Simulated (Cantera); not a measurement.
An isothermal, constant-pressure homogeneous reactor starts with 2.31 % CO, 1.54 % O2, 0.0529 % H2O, 96.1 % N2, at 1398 K and 8.29 atm.

Model: GRI-Mech 3.0 (53 species, 325 reactions), integrated in Cantera.

x: mole fraction; the columns are a selection and need not sum to one.

```json
[
 {"t (s)": "0.000100", "x CO": "0.0231", "x O2": "0.0154", "x H2O": "0.000529", "x O": "2.44e-7", "x CO2": "5.82e-7"},
 {"t (s)": "0.000303", "x CO": "0.0230", "x O2": "0.0154", "x H2O": "0.000528", "x O": "4.60e-6", "x CO2": "1.77e-5"},
 {"t (s)": "0.000918", "x CO": "(withheld)", "x O2": "(withheld)", "x H2O": "0.000496", "x O": "(withheld)", "x CO2": "(withheld)"},
 {"t (s)": "0.00278", "x CO": "0.00843", "x O2": "0.00803", "x H2O": "0.000507", "x O": "0.000103", "x CO2": "0.0148"},
 {"t (s)": "0.00843", "x CO": "0.00174", "x O2": "0.00474", "x H2O": "0.000524", "x O": "2.54e-5", "x CO2": "0.0216"},
 {"t (s)": "0.0256", "x CO": "(withheld)", "x O2": "0.00397", "x H2O": "0.000532", "x O": "(withheld)", "x CO2": "0.0231"},
 {"t (s)": "0.0775", "x CO": "1.04e-5", "x O2": "0.00389", "x H2O": "0.000534", "x O": "4.05e-7", "x CO2": "0.0233"},
 {"t (s)": "0.235", "x CO": "6.99e-7", "x O2": "0.00389", "x H2O": "0.000534", "x O": "5.66e-8", "x CO2": "0.0233"},
 {"t (s)": "0.711", "x CO": "1.42e-7", "x O2": "0.00389", "x H2O": "0.000534", "x O": "2.13e-8", "x CO2": "0.0233"},
 {"t (s)": "2.16", "x CO": "1.23e-7", "x O2": "0.00389", "x H2O": "0.000534", "x O": "1.99e-8", "x CO2": "0.0233"},
 {"t (s)": "6.53", "x CO": "1.23e-7", "x O2": "0.00389", "x H2O": "0.000534", "x O": "1.99e-8", "x CO2": "0.0233"},
 {"t (s)": "19.8", "x CO": "1.23e-7", "x O2": "0.00389", "x H2O": "0.000534", "x O": "1.99e-8", "x CO2": "0.0233"},
 {"t (s)": "60.0", "x CO": "1.23e-7", "x O2": "0.00389", "x H2O": "0.000534", "x O": "1.99e-8", "x CO2": "0.0233"}
]
```

**Question.** What belongs in the gaps?

**Answer.** 
- 0.000918, x CO: 0.0197
- 0.000918, x O2: 0.0136
- 0.000918, x O: 0.000186
- 0.000918, x CO2: 0.00338
- 0.0256, x CO: 0.000184
- 0.0256, x O: 3.69e-6
